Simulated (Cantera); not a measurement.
A perfectly stirred reactor is fed with 6.41 % C3H8, 24.7 % O2, 64.1 % N2, 4.87 % H2, at 0.316 atm; it is adiabatic with a 525 K inlet, and is followed from long to short residence time, starting on the burning branch (τ in s: 0.044, 0.024, 0.013, 0.0069, 0.0037, 0.002, 0.0011, 0.00058, 0.00031, 0.00017, 9.2e-05, 4.9e-05, 2.7e-05).

Model: GRI-Mech 3.0 (53 species, 325 reactions), integrated in Cantera. GRI-Mech 3.0 was tuned for natural gas; its chemistry of propane as a main component is partial and can be far from experiment.

Q: Predict: blow-out, bracketed by the residence times tried; x(C3H8) at τ = 44.0 ms; x(O2) at τ = 44.0 ms; x(CH2) at τ = 44.0 ms; x(CH4) at τ = 44.0 ms; x(C2H) at τ = 44.0 ms; x(C3H8) at τ = 1.10 ms; x(O2) at τ = 1.10 ms; x(CH2) at τ = 1.10 ms; x(CH4) at τ = 1.10 ms; x(C2H) at τ = 1.10 ms.

A: 
```json
{
  "blow_out_bracketed_by_the_residence_times_tried": "burning at 92.0 µs, out at 49.0 µs",
  "x(C3H8) at τ = 44.0 ms": "3.35e-7",
  "x(O2) at τ = 44.0 ms": "0.00121",
  "x(CH2) at τ = 44.0 ms": "7.83e-7",
  "x(CH4) at τ = 44.0 ms": "2.20e-6",
  "x(C2H) at τ = 44.0 ms": "5.39e-8",
  "x(C3H8) at τ = 1.10 ms": "1.06e-5",
  "x(O2) at τ = 1.10 ms": "0.00393",
  "x(CH2) at τ = 1.10 ms": "1.61e-5",
  "x(CH4) at τ = 1.10 ms": "3.46e-5",
  "x(C2H) at τ = 1.10 ms": "1.05e-6"
}
```
